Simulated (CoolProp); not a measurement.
Values from CoolProp's reference Helmholtz-energy equation of state, Fiedler 2023.

Question: Give the vapour pressure (kPa), liquid density (kg/m³), enthalpy of vaporisation (kJ/kg) of saturated tetrahydrofuran at 409.2, 465.8 K.

Answer: 
```tsv
T (K)	p (kPa)	liquid density (kg/m³)	enthalpy of vaporisation (kJ/kg)
409.2	634	748	357
465.8	1800	661	290
```
